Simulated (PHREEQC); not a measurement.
# Polishing slurry liquid

A solution holds 140 mmol/kgw KOH, 4.8 mmol/kgw CO2 and 6.7 mmol/kgw Na2CO3, at 25 °C. Closed to the air; pH follows from the charge balance.

The numbers come from PHREEQC with the ion-association model, phreeqc.dat.

No solid was allowed to form.

### Question
Estimate the pH, specific conductance, ionic strength.

### Answer
pH 12.97; specific conductance 30500 µS/cm; ionic strength 0.163 mol/kgw.

### Question
In which forms is Na present?

### Answer
Na+ 94 %, NaCO3- 6.2 % of the Na.
